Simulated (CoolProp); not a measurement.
The fluid at 293.15 K and 9.76 MPa flows at 0.55 m/s in a round tube of 4.6 mm bore and 45 µm roughness, fully developed (64/Re and Nu = 3.66 if laminar; Colebrook and Gnielinski if turbulent). The same conditions are run with several fluids, on thermodynamics alone (safety and materials aside).

Model: reference Helmholtz-energy equation of state of each fluid (CF4 (R14): Platzer 1990; methane: Setzmann 1991; C2F6 (R116): Lemmon 2006; nitrogen: Span 2000; oxygen: Schmidt 1985), in CoolProp. The equations of Platzer and Polt are older, rougher fits.

Problem. Rank CF4 (R14), methane, C2F6 (R116), nitrogen, oxygen by Reynolds number, highest first.

Solution. CF4 (R14) (41800), C2F6 (R116) (24100), oxygen (15000), nitrogen (14400), methane (14100)

| fluid | Darcy friction factor | pressure drop (Pa/m) | heat-transfer coefficient (W/(m² K)) | mass flow (kg/h) |
|---|---|---|---|---|
| CF4 (R14) | 0.0390 | 668 | 1310 | 17.1 |
| methane | 0.0415 | 104 | 636 | 2.51 |
| C2F6 (R116) | 0.0400 | 1560 | 1880 | 39.0 |
| nitrogen | 0.0414 | 153 | 418 | 3.69 |
| oxygen | 0.0413 | 184 | 447 | 4.45 |

Transport values come from each fluid's own correlations; those of CF4 (R14), C2F6 (R116) are estimates that may be off by 10 % or more.
